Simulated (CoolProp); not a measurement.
Vapour-liquid equilibrium of R245fa (1) + isopentane (2) at 82.15 °C; x and y are mole fractions of (1).

Computed with CoolProp (multi-fluid Helmholtz-energy mixture model, Akasaka 2015 and Lemmon 2006; pair parameters Bell 2016).

Question: Give the bubble pressure and the first vapour's composition at x = 0.65, 0.8, 0.95. Is there an azeotrope?

Answer: x = 0.65: 962.7 kPa, y = 0.689; x = 0.8: 959.8 kPa, y = 0.760; x = 0.95: 890.7 kPa, y = 0.904. y crosses x between x = 0.65 and 0.8: the model has an azeotrope there.

The pair parameters rest on a limited set of measurements; away from them the model extrapolates.
